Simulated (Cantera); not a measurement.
A perfectly stirred reactor is fed with H2 : O2 : N2 = 0.037 : 1 : 3.5 (molar parts), equivalence ratio 0.018, at 0.0267 bar; it is held at 1100 K, and followed from long to short residence time.

Detailed kinetics in Cantera: the H2/O2 subset of GRI-Mech 3.0, which has no nitrogen chemistry. Radical loss at walls, strong at low pressure, is not modelled.

Task: What does this change do: pressure from 0.0267 bar to 0.00610 bar?

Result: 
```tsv
quantity	before	after
x(H2) at τ = 3.20 s	3.89e-5	7.33e-5
x(O2) at τ = 3.20 s	0.217	0.216
x(H2O2) at τ = 3.20 s	2.19e-8	6.87e-9
x(H2O) at τ = 3.20 s	0.00809	0.00788
x(HO2) at τ = 3.20 s	4.89e-7	2.51e-7
x(H2) at τ = 0.140 s	0.000233	0.000484
x(O2) at τ = 0.140 s	0.216	0.215
x(H2O2) at τ = 0.140 s	4.08e-8	1.12e-8
x(H2O) at τ = 0.140 s	0.00768	0.00680
x(HO2) at τ = 0.140 s	1.22e-6	3.90e-7
```

Task: What does this change do: O2 1 to 0.34 parts?

Result: 
| quantity | before | after |
|---|---|---|
| x(H2) at τ = 3.20 s | 3.89e-5 | 5.46e-5 |
| x(O2) at τ = 3.20 s | 0.217 | 0.0832 |
| x(H2O2) at τ = 3.20 s | 2.19e-8 | 2.28e-8 |
| x(H2O) at τ = 3.20 s | 0.00809 | 0.00946 |
| x(HO2) at τ = 3.20 s | 4.89e-7 | 4.26e-7 |
| x(H2) at τ = 0.140 s | 0.000233 | 0.000340 |
| x(O2) at τ = 0.140 s | 0.216 | 0.0827 |
| x(H2O2) at τ = 0.140 s | 4.08e-8 | 3.33e-8 |
| x(H2O) at τ = 0.140 s | 0.00768 | 0.00874 |
| x(HO2) at τ = 0.140 s | 1.22e-6 | 7.83e-7 |
